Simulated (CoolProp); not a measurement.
Properties of R1224YDZ along the isobar 1.67 MPa.

Model: reference Helmholtz-energy equation of state, Akasaka 2023, in CoolProp.

```tsv
T (K)	phase	Z	fugacity coefficient
201	liquid	0.09244	0.0003571
207.9	liquid	0.09029	0.0006575
214.8	liquid	0.08829	0.001154
221.6	liquid	0.08647	0.001926
228.5	liquid	0.08475	0.003118
235.4	liquid	0.08316	0.004874
242.2	liquid	0.08170	0.007338
249.1	liquid	0.08033	0.01080
256	liquid	0.07906	0.01549
262.9	liquid	0.07789	0.02168
269.7	liquid	0.07682	0.02956
```
